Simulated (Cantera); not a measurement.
What does this Cantera script print?

```python
import numpy as np
import cantera as ct

gas_names = [...]  # 136 gases of nasa_gas.yaml made of C, H, N, O
cond_names = """
    C(gr) C6H6(L) C7H8(L) C8H18(L),n-octa H2O(s) H2O(L)
""".split()


# ... load() reads the species with a 1 bar reference pressure and builds the phases ...
atoms = {
    'n-butane': {'C': 4, 'H': 10},
    'CO2': {'C': 1, 'O': 2},
    'N2': {'N': 2},
}
top_T = {'C(gr)': 4500}  # K; cautious upper limits of use, not melting points


# ... equilibrate(T, P, feed) seeds the gas with the atoms and calls Mixture.equilibrate('TP', solver="vcs", rtol=1e-11, max_steps=5000) ...
results = []
T = 2398.15  # K
P = 150  # Pa
for m in [1.5, 6.6, 12, 17, 22, 27, 32, 38, 43]:
    feed = {'n-butane': 1, 'CO2': 0.2, 'N2': m}  # mol
    mix = equilibrate(T, P, feed)
    results.append((T, P, feed, dict(zip(mix.species_names, mix.species_moles))))

top = {s: max(r[3][s] / sum(r[3][g] for g in gas_names) for r in results) for s in gas_names}
cols = sorted((s for s in top if top[s] > 0.0001), key=lambda s: -top[s])[:5]
seen = [c for c in cond_names if any(r[3].get(c, 0) > 1e-12 for r in results)]
print("log10 of partial pressures in bar; condensed amounts in mol")
print(f"{'n(N2)':>10s}" + "".join(f"{s[:9]:>10s}" for s in cols + seen))
for T, P, feed, n in results:
    ng = sum(n[g] for g in gas_names)
    print(f"{feed['N2']:10.4g}" + "".join(f"{np.log10(max(n[s] / ng * P / 1e5, 1e-99)):10.3f}" for s in cols)
          + "".join(f"{n.get(c, 0):10.4g}" for c in seen))
```

Result:

```
log10 of partial pressures in bar; condensed amounts in mol
     n(N2)        N2        H2         H        CO       HCN     C(gr)
       1.5    -3.573    -3.151    -3.378    -4.126    -4.627     3.601
       6.6    -3.141    -3.413    -3.509    -4.349    -4.542     3.453
        12    -3.031    -3.597    -3.601    -4.501    -4.579     3.363
        17    -2.982    -3.726    -3.665    -4.605    -4.619     3.299
        22    -2.953    -3.832    -3.718    -4.688    -4.658     3.247
        27    -2.934    -3.922    -3.763    -4.758    -4.693     3.202
        32    -2.919    -4.000    -3.802    -4.818    -4.725     3.162
        38    -2.907    -4.083    -3.844    -4.881    -4.760     3.119
        43    -2.899    -4.145    -3.875    -4.927    -4.787     3.087
```

Method: chemical equilibrium by Gibbs-energy minimisation in Cantera with the NASA 1993 tables (ideal gas, pure condensed phases).
